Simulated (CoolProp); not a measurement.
Ethylene at 433.98 K and 2.79 MPa is throttled through a valve to 1.26 MPa with no heat exchange. Each further row changes one setting.

Model: reference Helmholtz-energy equation of state, Smukala 2000, in CoolProp.

```tsv
case	temperature change (K)	final density (kg/m³)
as stated	-6.0	10.1
outlet pressure 0.378 MPa	-9.6	3.03
outlet pressure 1.64 MPa	-4.5	13.2
```
